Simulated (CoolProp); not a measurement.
R114 along the isotherm 345.2 K: density (kg/m³) from the reference equation and from simpler models built on Tc = 420.6 K, pc = 33.52 bar, ω = 0.252; each cubic takes its own stable root.

The numbers come from the reference Helmholtz-energy equation of state, Platzer 1990 in CoolProp. This equation is an older, rougher fit; its heat capacities, sound speeds and derivatives of the liquid may be far off and weren't checked against measurements.

| p (bar) | phase | reference |
|---|---|---|
| 17.5 | liquid | 1303 |
| 35 | liquid | 1318 |
| 52.5 | liquid | 1332 |
| 70 | liquid | 1344 |
| 87.5 | liquid | 1355 |
| 105 | liquid | 1365 |
| 122 | liquid | 1375 |
| 140 | liquid | 1384 |
| 158 | liquid | 1393 |
| 175 | liquid | 1401 |
| 192 | liquid | 1408 |
| 210 | liquid | 1416 |

### Question
How far does each simpler model (van der Waals, Redlich-Kwong, Soave-Redlich-Kwong, Peng-Robinson) lie from the reference over these 12 states: mean and median of the absolute difference, and the worst?

### Answer
- van der Waals: mean 30.9 %, median 30.1 %, worst -36.2 % at 345.2 K and 17.5 bar
- Redlich-Kwong: mean 5.3 %, median 4.7 %, worst -10.1 % at 345.2 K and 17.5 bar
- Soave-Redlich-Kwong: mean 2.7 %, median 2.3 %, worst -5.8 % at 345.2 K and 17.5 bar
- Peng-Robinson: mean 9.5 %, median 9.8 %, worst +11.2 % at 345.2 K and 210 bar
